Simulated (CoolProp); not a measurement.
Vapour-liquid equilibrium of n-hexane (1) + m-xylene (2) at 361.5 K; x and y are mole fractions of (1).

Model: multi-fluid Helmholtz-energy mixture model, Thol 2019 and Zhou 2012; pair parameters Bell 2016, in CoolProp.

```json
[
 {"x": "0.05", "bubble pressure (bar)": "0.2922", "y at the bubble point": "0.324", "dew pressure at overall composition x (bar)": "0.2166", "liquid density (mol/L)": "7.545"},
 {"x": "0.15", "bubble pressure (bar)": "0.4826", "y at the bubble point": "0.632", "dew pressure at overall composition x (bar)": "0.2391", "liquid density (mol/L)": "7.490"},
 {"x": "0.25", "bubble pressure (bar)": "0.6829", "y at the bubble point": "0.769", "dew pressure at overall composition x (bar)": "0.2669", "liquid density (mol/L)": "7.430"},
 {"x": "0.35", "bubble pressure (bar)": "0.8763", "y at the bubble point": "0.842", "dew pressure at overall composition x (bar)": "0.3022", "liquid density (mol/L)": "7.365"},
 {"x": "0.45", "bubble pressure (bar)": "1.052", "y at the bubble point": "0.885", "dew pressure at overall composition x (bar)": "0.3482", "liquid density (mol/L)": "7.296"},
 {"x": "0.55", "bubble pressure (bar)": "1.208", "y at the bubble point": "0.914", "dew pressure at overall composition x (bar)": "0.4111", "liquid density (mol/L)": "7.224"},
 {"x": "0.65", "bubble pressure (bar)": "1.346", "y at the bubble point": "0.936", "dew pressure at overall composition x (bar)": "0.5021", "liquid density (mol/L)": "7.149"},
 {"x": "0.75", "bubble pressure (bar)": "1.474", "y at the bubble point": "0.954", "dew pressure at overall composition x (bar)": "0.6460", "liquid density (mol/L)": "7.073"},
 {"x": "0.85", "bubble pressure (bar)": "1.599", "y at the bubble point": "0.971", "dew pressure at overall composition x (bar)": "0.9058", "liquid density (mol/L)": "6.996"},
 {"x": "0.95", "bubble pressure (bar)": "1.733", "y at the bubble point": "0.989", "dew pressure at overall composition x (bar)": "1.448", "liquid density (mol/L)": "6.922"}
]
```

No azeotrope shows between x = 0.05 and 0.95.

Pair parameters are fitted to limited data, so mixtures are less certain than the pure fluids.
